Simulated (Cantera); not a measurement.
**Ta2O5 + C + CO (carbothermic reduction)**

Input: 1 mol Ta2O5, 0.49 mol C, 0.06 mol CO, equilibrated at 8000 Pa.

Cantera equilibrium calculation (NASA polynomials, part measured and part estimated; ideal gas, pure solids and liquids). Candidate condensed phases: C, Ta, TaC, Ta2O5; 15 gas species. Mutual solubility and eutectic melting of coexisting phases are not modelled. TaC: taken at fixed stoichiometry. Condensed phases not in the tables: Ta2C. The numbers say what is thermodynamically allowed, not how fast it happens.

From 1298 K to 1998 K the condensed part is TaC(s) + Ta2O5(s). From 2098 K to 2298 K the condensed part is TaC(s) + Ta2O5(l).

| T (K) | x CO | x CO2 | x TaO2 | x TaO | x O | x O2 | n TaC(s) | n Ta2O5(s) | n Ta2O5(l) |
|---|---|---|---|---|---|---|---|---|---|
| 1298 | 0.999 | 0.00103 | <1e-12 | <1e-12 | <1e-12 | <1e-12 | 0.140 | 0.930 | 0 |
| 1398 | 0.999 | 0.00102 | <1e-12 | <1e-12 | <1e-12 | <1e-12 | 0.140 | 0.930 | 0 |
| 1498 | 0.999 | 0.00101 | 1.85e-11 | <1e-12 | <1e-12 | <1e-12 | 0.140 | 0.930 | 0 |
| 1598 | 0.999 | 0.00100 | 4.87e-10 | 6.62e-12 | 3.44e-12 | <1e-12 | 0.140 | 0.930 | 0 |
| 1698 | 0.999 | 0.000994 | 8.64e-9 | 1.95e-10 | 3.65e-11 | <1e-12 | 0.140 | 0.930 | 0 |
| 1798 | 0.999 | 0.000990 | 1.10e-7 | 3.90e-9 | 2.98e-10 | <1e-12 | 0.140 | 0.930 | 0 |
| 1898 | 0.999 | 0.000986 | 1.06e-6 | 5.65e-8 | 1.95e-9 | 3.53e-12 | 0.140 | 0.930 | 0 |
| 1998 | 0.999 | 0.000984 | 8.06e-6 | 6.21e-7 | 1.05e-8 | 2.05e-11 | 0.140 | 0.930 | 0 |
| 2098 | 0.999 | 0.000963 | 4.73e-5 | 5.19e-6 | 4.77e-8 | 9.67e-11 | 0.140 | 0 | 0.930 |
| 2198 | 0.999 | 0.000919 | 0.000215 | 3.36e-5 | 1.82e-7 | 3.74e-10 | 0.140 | 0 | 0.930 |
| 2298 | 0.998 | 0.000879 | 0.000846 | 0.000183 | 6.20e-7 | 1.28e-9 | 0.140 | 0 | 0.930 |
x: gas mole fraction; n: condensed amount in mol.
